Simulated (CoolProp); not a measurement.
A closed Brayton cycle with carbon dioxide: compressor inlet 309.15 K and 8.9 MPa, high pressure 30.7 MPa, turbine inlet 940 K, compressor efficiency 0.8, turbine efficiency 0.9, recuperator effectiveness 0.95 (on enthalpy, no pinch check). Each further row changes one setting.

Values from CoolProp's reference Helmholtz-energy equation of state, Span 1996.

```json
[
 {"case": "as stated", "thermal efficiency (%)": "42.6", "net work (kJ/kg)": "147", "compressor to turbine work": "0.21", "compressor exit (K)": "350.9", "turbine exit (K)": "780.5"},
 {"case": "turbine inlet 890 K", "thermal efficiency (%)": "41.1", "net work (kJ/kg)": "136", "compressor to turbine work": "0.22", "compressor exit (K)": "350.9", "turbine exit (K)": "736.0"},
 {"case": "compressor inlet 319.15 K", "thermal efficiency (%)": "40.7", "net work (kJ/kg)": "124", "compressor to turbine work": "0.33", "compressor exit (K)": "408.7", "turbine exit (K)": "780.5"},
 {"case": "high pressure 26.1 MPa", "thermal efficiency (%)": "41.2", "net work (kJ/kg)": "132", "compressor to turbine work": "0.19", "compressor exit (K)": "344.2", "turbine exit (K)": "800.6"},
 {"case": "recuperator effectiveness 0.5", "thermal efficiency (%)": "25.5", "net work (kJ/kg)": "147", "compressor to turbine work": "0.21", "compressor exit (K)": "350.9", "turbine exit (K)": "780.5"}
]
```
